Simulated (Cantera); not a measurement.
A Cantera script and what it prints.

```python
import numpy as np
import cantera as ct

gas_names = """
    CL CLO CL2 H HCL HOCL HO2 H2 H2O H2O2 O OH O2 O3 Ti TiCL TiCL2 TiCL3 TiCL4 TiO TiOCL TiOCL2 TiO2
""".split()
cond_names = """
    H2O(s) H2O(L) Ti(a) Ti(b) Ti(L) TiCL2(s) TiCL3(s) TiCL4(L) TiO(a) TiO(b) TiO(L) TiO2(ru) TiO2(L)
    Ti2O3(a) Ti2O3(b) Ti2O3(L) Ti3O5(a) Ti3O5(b) Ti3O5(L) Ti4O7(s) Ti4O7(L)
""".split()


# ... load() reads the species with a 1 bar reference pressure and builds the phases ...
atoms = {
    'TiO2': {'Ti': 1, 'O': 2},
    'HCl': {'H': 1, 'CL': 1},
    'H2': {'H': 2},
}
top_T = {'TiCL2(s)': 1300, 'TiCL3(s)': 1000}  # K; cautious upper limits of use, not melting points


# ... equilibrate(T, P, feed) seeds the gas with the atoms and calls Mixture.equilibrate('TP', solver="vcs", rtol=1e-11, max_steps=5000) ...
results = []
feed = {'TiO2': 1, 'HCl': 2.6, 'H2': 0.27}  # mol
T = 1648.15  # K
P = 1000  # Pa
mix = equilibrate(T, P, feed)
results.append((T, P, feed, dict(zip(mix.species_names, mix.species_moles))))
x = sorted(zip(gas.X, gas.species_names), reverse=True)
print(f"T = {T:g} K  P = {P:g} Pa  gas = {mix.phase_moles(0):.4g} mol")
print("   x: " + "  ".join(f"{s} {v:.3e}" for v, s in x if v > 1e-06))
print("   condensed (mol): " + ("  ".join(f"{mix.phase(i).name} {mix.phase_moles(i):.4g}"
      for i in range(1, mix.n_phases) if mix.phase_moles(i) > 1e-12) or "none"))
```

It prints:

```
T = 1648.15 K  P = 1000 Pa  gas = 2.871 mol
   x: HCL 8.992e-01  H2 9.306e-02  H2O 4.046e-03  CL 2.062e-03  TiCL3 9.501e-04  TiCL4 3.554e-04  H 2.721e-04  TiOCL2 2.257e-05  TiCL2 8.638e-06  CL2 2.022e-06
   condensed (mol): TiO2(ru) 0.9801  Ti4O7(s) 0.004006
```

These are equilibrium values from Cantera (NASA tables, ideal gas, pure condensed phases), not measurements of a reactor. Mutual solubility and eutectic melting of coexisting phases are not modelled. Condensed phases not in the tables: Magnéli phases beyond Ti4O7.
